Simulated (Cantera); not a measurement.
Ignition delay

Mixture: 2.64 % CH4, 0.608 % C2H6, 0.978 % C3H8, 16.0 % O2, 79.8 % N2, at 21.0 bar, adiabatic and at constant pressure. Ignition delay is the time to a rise of 400 K.

Detailed kinetics in Cantera: GRI-Mech 3.0 (53 species, 325 reactions). GRI-Mech 3.0 was tuned for natural gas; its chemistry of propane as a main component is partial and can be far from experiment. The pressure lies above the range GRI-Mech 3.0 was tuned for (to about 10 atm).

| T0 (K) | delay (ms) |
|---|---|
| 1273 | 0.191 |
| 1323 | 0.106 |
| 1373 | 0.0609 |
| 1423 | 0.0362 |
| 1473 | 0.0223 |
| 1523 | 0.0143 |
| 1573 | 0.00945 |
| 1623 | 0.00647 |

```json
{
  "apparent activation energy between 1523 and 1623 K": "160 kJ/mol"
}
```
